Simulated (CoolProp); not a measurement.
Properties of octamethylcyclotetrasiloxane (D4) along the isotherm 620 K.

Model: reference Helmholtz-energy equation of state, Thol 2015, in CoolProp.

```
p (MPa)  phase       Z  cp (kJ/(kg K))  cv (kJ/(kg K))  speed of sound (m/s)  isothermal compressibility (1/MPa)  expansivity (1/kK)
-------  -----  ------  --------------  --------------  --------------------  ----------------------------------  ------------------
0.0842     gas  0.9821           2.044           2.012                 130.5                               12.10               1.730
0.168      gas  0.9638           2.049           2.014                 128.1                               6.181               1.859
0.253      gas  0.9449           2.055           2.016                 125.6                               4.191               2.004
0.337      gas  0.9257           2.061           2.018                 123.1                               3.217               2.163
0.421      gas  0.9061           2.069           2.021                 120.5                               2.636               2.341
0.505      gas  0.8860           2.077           2.023                 117.8                               2.254               2.542
0.589      gas  0.8653           2.086           2.025                 115.1                               1.986               2.768
0.674      gas  0.8438           2.097           2.028                 112.2                               1.787               3.029
```
